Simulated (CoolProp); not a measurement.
The fluid at 298.15 K and 0.493 MPa is throttled through a valve to 0.112 MPa with no heat exchange. The same conditions are run with several fluids, on thermodynamics alone (safety and materials aside).

Model: reference Helmholtz-energy equation of state of each fluid (R113: Marx 1992; o-xylene: Zhou 2012; propylene glycol: Eisenbach 2021; n-butane: Bücker 2006; R1233zd(E): Akasaka 2022), in CoolProp.

```tsv
fluid	temperature change (K)	final phase	final density (kg/m³)
R113	+0.1	liquid	1560
o-xylene	+0.2	liquid	876
propylene glycol	+0.1	liquid	1030
n-butane	-22.8	two-phase, vapour fraction 0.142	20.3
R1233zd(E)	-4.2	two-phase, vapour fraction 0.026	201
```
